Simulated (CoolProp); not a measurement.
Methanol along the isotherm 620 K: Z from the reference equation and from simpler models built on Tc = 513.4 K, pc = 8.216 MPa, ω = 0.565; each cubic takes its own stable root.

Values from CoolProp's reference Helmholtz-energy equation of state, de Reuck 1993.

```json
[
 {"p (MPa)": "2.57", "phase": "gas", "reference": "0.9462", "van der Waals": "0.9394", "Peng-Robinson": "0.9437"},
 {"p (MPa)": "5.13", "phase": "gas", "reference": "0.8901", "van der Waals": "0.8731", "Peng-Robinson": "0.8888"},
 {"p (MPa)": "7.7", "phase": "gas", "reference": "?", "van der Waals": "0.7989", "Peng-Robinson": "0.8361"},
 {"p (MPa)": "10.3", "phase": "supercritical", "reference": "0.7811", "van der Waals": "?", "Peng-Robinson": "0.7867"},
 {"p (MPa)": "12.8", "phase": "supercritical", "reference": "0.7310", "van der Waals": "0.6278", "Peng-Robinson": "0.7451"},
 {"p (MPa)": "15.4", "phase": "supercritical", "reference": "?", "van der Waals": "0.5627", "Peng-Robinson": "0.7103"},
 {"p (MPa)": "18", "phase": "supercritical", "reference": "0.6346", "van der Waals": "0.5494", "Peng-Robinson": "0.6860"},
 {"p (MPa)": "20.5", "phase": "supercritical", "reference": "0.5916", "van der Waals": "0.5647", "Peng-Robinson": "0.6726"},
 {"p (MPa)": "23.1", "phase": "supercritical", "reference": "0.5568", "van der Waals": "0.5926", "Peng-Robinson": "?"},
 {"p (MPa)": "25.7", "phase": "supercritical", "reference": "0.5401", "van der Waals": "0.6260", "Peng-Robinson": "0.6710"},
 {"p (MPa)": "28.2", "phase": "supercritical", "reference": "0.5365", "van der Waals": "0.6606", "Peng-Robinson": "0.6792"},
 {"p (MPa)": "30.8", "phase": "supercritical", "reference": "0.5403", "van der Waals": "0.6981", "Peng-Robinson": "0.6918"},
 {"p (MPa)": "33.4", "phase": "supercritical", "reference": "0.5494", "van der Waals": "0.7364", "Peng-Robinson": "0.7073"},
 {"p (MPa)": "35.9", "phase": "supercritical", "reference": "0.5615", "van der Waals": "0.7736", "Peng-Robinson": "0.7243"},
 {"p (MPa)": "38.5", "phase": "supercritical", "reference": "0.5763", "van der Waals": "0.8126", "Peng-Robinson": "0.7435"},
 {"p (MPa)": "41.1", "phase": "supercritical", "reference": "0.5927", "van der Waals": "0.8517", "Peng-Robinson": "?"}
]
```

Q: Complete the blanks.

A: 
- 7.7, reference: 0.8355
- 10.3, van der Waals: 0.7143
- 15.4, reference: 0.6840
- 23.1, Peng-Robinson: 0.6680
- 41.1, Peng-Robinson: 0.7639
